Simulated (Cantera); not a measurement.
A perfectly stirred reactor is fed with N₂O : N₂ = 1 : 3.2 (molar parts), at 4.73 Torr; it is held at 1600 K, and followed from long to short residence time.

Computed with Cantera and GRI-Mech 3.0 (53 species, 325 reactions). GRI-Mech 3.0 was tuned for natural gas; its chemistry of N2O as a main component is partial and can be far from experiment. Radical loss at walls, strong at low pressure, is not modelled. The temperature is held fixed by assumption; the heat of reaction is taken as removed at once.

**Question.** What does this change do: N2O 1 to 0.47 parts?

**Answer.** 
| quantity | before | after |
|---|---|---|
| x(N₂O) at τ = 1.50 s | 0.0834 | 0.0464 |
| x(N₂) at τ = 1.50 s | 0.827 | 0.904 |
| x(O₂) at τ = 1.50 s | 0.0484 | 0.0268 |
| x(NO) at τ = 1.50 s | 0.0413 | 0.0229 |
| x(O) at τ = 1.50 s | 0.000174 | 0.000174 |
| x(N₂O) at τ = 17.0 ms | 0.233 | 0.126 |
| x(N₂) at τ = 17.0 ms | 0.764 | 0.873 |
| x(O₂) at τ = 17.0 ms | 0.00142 | 0.000721 |
| x(NO) at τ = 17.0 ms | 0.00122 | 0.000616 |
| x(O) at τ = 17.0 ms | 0.000162 | 0.000153 |

**Question.** What does this change do: temperature 1600 to 1098 K?

**Answer.** 
```csv
quantity,before,after
x(N₂O) at τ = 1.50 s,0.0834,0.238
x(N₂) at τ = 1.50 s,0.827,0.762
x(O₂) at τ = 1.50 s,0.0484,7.76e-5
x(NO) at τ = 1.50 s,0.0413,1.12e-5
x(O) at τ = 1.50 s,0.000174,3.19e-7
x(N₂O) at τ = 17.0 ms,0.233,0.238
x(N₂) at τ = 17.0 ms,0.764,0.762
x(O₂) at τ = 17.0 ms,0.00142,6.60e-7
x(NO) at τ = 17.0 ms,0.00122,9.57e-8
x(O) at τ = 17.0 ms,0.000162,2.39e-7
```
The mechanism lacks the step 2 NO + O2 → 2 NO2, which can matter for NO2 below about 1400 K.
